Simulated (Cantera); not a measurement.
# Catalytic stagnation flow on Pt

A jet of 1.53 % H₂, 12.0 % O₂, 86.4 % N₂, equivalence ratio 0.064 at 300 K and 0.490 bar hits a platinum plate 3.4 cm away at a mass flux of 0.056 kg/m²/s; the plate temperature is set and raised in steps from an oxygen-covered start.

Cantera simulation using Deutschmann's 1995 Pt surface mechanism with GRI-Mech 3.0 gas chemistry; the numbers are that mechanism's predictions, not measurements. Catalytic surfaces can have several steady states; this one follows from the mechanism file's or the stated starting coverage.

```tsv
plate T (K)	wall x H₂	wall x O₂	wall x H₂O	wall x OH	θ free Pt	θ O*	θ OH*
700	0.000960	0.105	0.0277	<1e-8	0.0209	0.976	0.00327
750	0.000705	0.105	0.0281	<1e-8	0.0303	0.967	0.00286
800	0.000444	0.104	0.0284	<1e-8	0.0510	0.946	0.00278
850	0.000283	0.104	0.0286	<1e-8	0.0836	0.914	0.00272
900	0.000194	0.104	0.0287	2.04e-8	0.127	0.871	0.00261
950	0.000144	0.104	0.0286	5.49e-8	0.177	0.821	0.00245
```
x: mole fraction at the wall; θ: surface coverage.
